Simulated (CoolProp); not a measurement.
Model: reference Helmholtz-energy equation of state, Akasaka 2015, in CoolProp.

**Question.** For R245fa, give the phase and the cp (kJ/(kg K)), cv (kJ/(kg K)), speed of sound (m/s) at 380 K and 0.101 MPa; 417.5 K and 0.101 MPa.

**Answer.** 
- 380 K and 0.101 MPa: gas; cp 1.01, cv 0.947, speed of sound 157
- 417.5 K and 0.101 MPa: gas; cp 1.07, cv 1.01, speed of sound 164
